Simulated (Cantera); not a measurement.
A Cantera script and its output.

```python
import numpy as np
import cantera as ct

gas = ct.Solution("h2o2.yaml")
gas.TPX = 700, 30000, {'H2': 1, 'O2': 0.217, 'N2': 0.587}
flame = ct.FreeFlame(gas, width=0.093)
flame.set_refine_criteria(ratio=3, slope=0.08, curve=0.16)
flame.transport_model = "mixture-averaged"
flame.solve(loglevel=0, auto=True)
z, T = flame.grid, flame.T
thick = (T[-1] - T[0]) / np.gradient(T, z).max()
show = ['H2', 'O2', 'O', 'H2O', 'HO2', 'H']
print(f"laminar burning velocity  {flame.velocity[0] * 100:.3f} cm/s")
print(f"burnt temperature         {T[-1]:.1f} K")
print(f"thermal thickness         {thick * 1e3:.4f} mm")
print(f"grid points               {len(z)}")
z0 = z[flame.heat_release_rate.argmax()]
print(f"{'z/mm':>9s}{'T/K':>9s}{'u/(m/s)':>9s}" + "".join(f"{s:>11s}" for s in show))
rows = []
for k in (-3, -2, -1.5, -1, -0.5, -0.25, 0, 0.25, 0.5, 1, 2, 4, 8):
    zz = z0 + k * thick
    rows.append([k * thick, np.interp(zz, z, T), np.interp(zz, z, flame.velocity),
                 *(np.interp(zz, z, flame.X[gas.species_index(s)]) for s in show)])
    print(f"{rows[-1][0] * 1e3:9.3f}{rows[-1][1]:9.1f}{rows[-1][2]:9.3f}" + "".join(f"{x:11.3e}" for x in rows[-1][3:]))
```

It prints:

```
laminar burning velocity  1194.776 cm/s
burnt temperature         2394.5 K
thermal thickness         2.2145 mm
grid points               136
     z/mm      T/K  u/(m/s)         H2         O2          O        H2O        HO2          H
   -6.644    700.0   11.948  5.543e-01  1.203e-01  6.186e-15  1.895e-12  4.311e-11  3.660e-13
   -4.429    700.0   11.948  5.543e-01  1.203e-01  1.765e-12  2.915e-11  3.941e-10  1.141e-10
   -3.322    700.0   11.948  5.543e-01  1.203e-01  7.848e-11  7.311e-10  9.832e-09  5.685e-09
   -2.215    700.0   11.948  5.543e-01  1.203e-01  1.668e-08  1.658e-07  1.258e-06  1.363e-06
   -1.107    710.1   12.103  5.524e-01  1.201e-01  1.416e-05  6.504e-04  6.643e-05  7.996e-04
   -0.554    829.5   13.955  5.254e-01  1.162e-01  3.936e-04  1.274e-02  4.931e-05  1.460e-02
    0.000   1196.4   19.634  3.755e-01  6.464e-02  4.775e-03  1.192e-01  2.147e-05  9.574e-02
    0.554   1450.0   23.646  2.683e-01  6.925e-03  3.045e-03  2.319e-01  2.321e-06  1.455e-01
    1.107   1546.0   25.058  2.643e-01  1.250e-03  2.058e-03  2.448e-01  3.973e-07  1.407e-01
    2.215   1656.9   26.638  2.743e-01  7.826e-04  1.926e-03  2.471e-01  2.320e-07  1.254e-01
    4.429   1785.9   28.427  2.870e-01  6.547e-04  1.703e-03  2.494e-01  1.822e-07  1.065e-01
    8.858   1923.8   30.286  3.003e-01  4.905e-04  1.338e-03  2.526e-01  1.352e-07  8.630e-02
   17.716   2059.0   32.056  3.132e-01  3.235e-04  9.195e-04  2.564e-01  9.578e-08  6.640e-02
```

Computed with Cantera and the H2/O2 subset of GRI-Mech 3.0, which has no nitrogen chemistry. Burning velocities carry a grid error of a few per cent, more on coarse grids.
